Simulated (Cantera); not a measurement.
Input (Python, Cantera) and output of one run.

```python
import numpy as np
import cantera as ct

gas_names = [...]  # 110 gases of nasa_gas.yaml made of C, H, O
cond_names = """
    C(gr) C6H6(L) C7H8(L) C8H18(L),n-octa H2O(s) H2O(L)
""".split()


# ... load() reads the species with a 1 bar reference pressure and builds the phases ...
atoms = {
    'CO': {'C': 1, 'O': 1},
    'O2': {'O': 2},
    'H2': {'H': 2},
}
top_T = {'C(gr)': 4500}  # K; cautious upper limits of use, not melting points


# ... equilibrate(T, P, feed) seeds the gas with the atoms and calls Mixture.equilibrate('TP', solver="vcs", rtol=1e-11, max_steps=5000) ...
results = []
feed = {'CO': 1, 'O2': 0.0076, 'H2': 84}  # mol
P = 29000  # Pa
for T in [673, 873, 1073, 1273, 1473, 1673, 1873, 2073, 2273, 2473, 2673, 2873, 3073]:
    mix = equilibrate(T, P, feed)
    results.append((T, P, feed, dict(zip(mix.species_names, mix.species_moles))))

top = {s: max(r[3][s] / sum(r[3][g] for g in gas_names) for r in results) for s in gas_names}
cols = sorted((s for s in top if top[s] > 0.001), key=lambda s: -top[s])[:6]
seen = [c for c in cond_names if any(r[3].get(c, 0) > 1e-12 for r in results)]
print("log10 of partial pressures in bar; condensed amounts in mol")
print(f"{'T/K':>10s}" + "".join(f"{s[:9]:>10s}" for s in cols + seen))
for T, P, feed, n in results:
    ng = sum(n[g] for g in gas_names)
    print(f"{T:10.4g}" + "".join(f"{np.log10(max(n[s] / ng * P / 1e5, 1e-99)):10.3f}" for s in cols)
          + "".join(f"{n.get(c, 0):10.4g}" for c in seen))
```

It prints:

```
log10 of partial pressures in bar; condensed amounts in mol
       T/K        H2         H       H2O       CH4        CO
       673    -0.548   -14.531    -2.450    -2.457    -7.482
       873    -0.548   -10.604    -2.484    -2.490    -3.611
      1073    -0.544    -8.125    -3.187    -3.218    -2.551
      1273    -0.543    -6.418    -3.911    -4.145    -2.476
      1473    -0.543    -5.169    -4.223    -5.085    -2.468
      1673    -0.543    -4.215    -4.278    -5.984    -2.467
      1873    -0.543    -3.462    -4.285    -6.723    -2.467
      2073    -0.545    -2.853    -4.287    -7.322    -2.468
      2273    -0.550    -2.350    -4.290    -7.819    -2.470
      2473    -0.561    -1.932    -4.299    -8.249    -2.476
      2673    -0.584    -1.582    -4.317    -8.646    -2.487
      2873    -0.627    -1.292    -4.357    -9.039    -2.507
      3073    -0.700    -1.057    -4.435    -9.453    -2.538
```

Method: chemical equilibrium by Gibbs-energy minimisation in Cantera with the NASA 1993 tables (ideal gas, pure condensed phases).
